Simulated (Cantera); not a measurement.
A closed system holds: 1 mol CS2, 0.034 mol H2, equilibrated at 2202 °C and 0.100 bar.

Equilibrium computed with Cantera from the NASA thermochemical tables; the gas is ideal and each condensed phase is pure. Candidate condensed phases: C, C6H6, C7H8, C8H18, S; 83 gas species. Kinetics and transport are ignored.

Base state: CS 0.484, CS2 0.218, S2 0.209, S 0.0569, H2 0.0145, SH 0.00920, H 0.00857, H2S 0.000436 (mole fractions); condensed: gas only.

Task: What changes in the equilibrium state with this change: pressure from 0.100 bar to 0.0100 bar?

Result: 
```json
[
 {"species": "CS", "before": "0.484", "after": "0.542"},
 {"species": "S2", "before": "0.209", "after": "0.183"},
 {"species": "S", "before": "0.0569", "after": "0.169"},
 {"species": "CS2", "before": "0.218", "after": "0.0724"},
 {"species": "H", "before": "0.00857", "after": "0.0198"},
 {"species": "H2", "before": "0.0145", "after": "0.00775"},
 {"species": "C2H2 (acetylene)", "before": "1.14e-5", "after": "8.69e-7"},
 {"species": "H2S", "before": "0.000436", "after": "6.90e-5"},
 {"species": "SH", "before": "0.00920", "after": "0.00630"}
]
```

Task: What changes in the equilibrium state with this change: H2 from 0.034 to 0.32 mol?

Result: 
```json
[
 {"species": "CS", "before": "0.484", "after": "0.410"},
 {"species": "S2", "before": "0.209", "after": "0.165"},
 {"species": "CS2", "before": "0.218", "after": "0.164"},
 {"species": "H2", "before": "0.0145", "after": "0.152"},
 {"species": "H", "before": "0.00857", "after": "0.0278"},
 {"species": "SH", "before": "0.00920", "after": "0.0265"},
 {"species": "S", "before": "0.0569", "after": "0.0506"},
 {"species": "C2H2 (acetylene)", "before": "1.14e-5", "after": "0.000109"},
 {"species": "H2S", "before": "0.000436", "after": "0.00407"}
]
```

Task: What changes in the equilibrium state with this change: H2 from 0.034 to 0.65 mol?

Result: 
| species | before | after |
|---|---|---|
| CS | 0.484 | 0.350 |
| H2 | 0.0145 | 0.269 |
| S2 | 0.209 | 0.134 |
| CS2 | 0.218 | 0.126 |
| H | 0.00857 | 0.0369 |
| SH | 0.00920 | 0.0317 |
| S | 0.0569 | 0.0455 |
| C2H2 (acetylene) | 1.14e-5 | 0.000173 |
| H2S | 0.000436 | 0.00646 |
